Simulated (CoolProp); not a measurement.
Vapour pressure (MPa) of n-octane: the reference equation beside estimates from Tc = 295.6 °C, pc = 2.484 MPa, ω = 0.398. Clausius-Clapeyron is anchored at 121.65 °C with a constant enthalpy of vaporisation of 34.75 kJ/mol.

Computed with CoolProp (reference Helmholtz-energy equation of state, Beckmüller 2019).

| T (°C) | reference | Clausius-Clapeyron | van der Waals | Redlich-Kwong | Soave-Redlich-Kwong |
|---|---|---|---|---|---|
| 114.35 | 0.07325 | 0.07419 | 0.4331 | 0.1721 | 0.07297 |
| 121.65 | 0.09057 | 0.09057 | 0.4770 | 0.2023 | 0.09042 |
| 128.85 | 0.1107 | 0.1095 | 0.5230 | 0.2356 | 0.1107 |
| 136.15 | 0.1344 | 0.1318 | 0.5726 | 0.2732 | 0.1348 |
| 143.35 | 0.1616 | … | 0.6243 | 0.3143 | 0.1623 |
| 150.65 | 0.1934 | 0.1869 | 0.6798 | 0.3603 | 0.1945 |
| 157.85 | 0.2292 | 0.2204 | 0.7375 | 0.4101 | 0.2310 |
| 165.15 | 0.2705 | … | 0.7991 | … | 0.2730 |
| 172.35 | 0.3166 | 0.3021 | 0.8630 | 0.5247 | … |
| 179.65 | 0.3692 | 0.3515 | 0.9310 | 0.5901 | 0.3739 |

**Question.** What belongs in the gaps?

**Answer.** 
- 143.35, Clausius-Clapeyron: 0.1572
- 165.15, Clausius-Clapeyron: 0.2590
- 165.15, Redlich-Kwong: 0.4654
- 172.35, Soave-Redlich-Kwong: 0.3201

Absolute difference from the reference over all 10 rows, mean and median: Clausius-Clapeyron 2.8 and 3.0 %, van der Waals 289.6 and 268.9 %, Redlich-Kwong 93.2 and 90.4 %, Soave-Redlich-Kwong 0.6 and 0.5 %.
